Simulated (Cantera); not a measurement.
**Boron, boron nitride and boron oxide: B2O3 + N2 + H2 + NH3**

A closed system holds: 1 mol B2O3, 1.5 mol N2, 11 mol H2, 1.3 mol NH3, held at 13.3 mbar.

Method: chemical equilibrium by Gibbs-energy minimisation in Cantera with the NASA 1993 tables (ideal gas, pure condensed phases). Candidate condensed phases: B, BN, B2O3, B3O3H3, H2O; 39 gas species. Mutual solubility and eutectic melting of coexisting phases are not modelled. Rates play no part.

```csv
T (K),x H2,x N2,x HBO2,x HBO,x H2O,x B2O3,x H,n BN(s),n B2O3(l)
925,0.857,0.142,1.34e-6,1.74e-9,0.00105,5.11e-12,2.09e-9,0.0106,0.995
1000,0.857,0.142,7.28e-6,3.06e-8,0.00103,2.51e-10,1.82e-8,0.0104,0.995
1075,0.857,0.142,3.08e-5,3.57e-7,0.000998,7.02e-9,1.18e-7,0.0102,0.995
1150,0.857,0.142,0.000106,2.99e-6,0.000967,1.25e-7,5.98e-7,0.0102,0.994
1225,0.857,0.142,0.000312,1.92e-5,0.000934,1.54e-6,2.50e-6,0.0109,0.992
1300,0.856,0.142,0.000801,9.88e-5,0.000902,1.40e-5,8.87e-6,0.0126,0.987
1375,0.855,0.142,0.00184,0.000423,0.000870,9.86e-5,2.74e-5,0.0159,0.973
1450,0.852,0.141,0.00384,0.00155,0.000837,0.000564,7.56e-5,0.0198,0.940
```
x: gas mole fraction; n: condensed amount in mol.

From 925 K to 1450 K the condensed part is BN(s) + B2O3(l). The main B-bearing gas is HBO2 throughout.
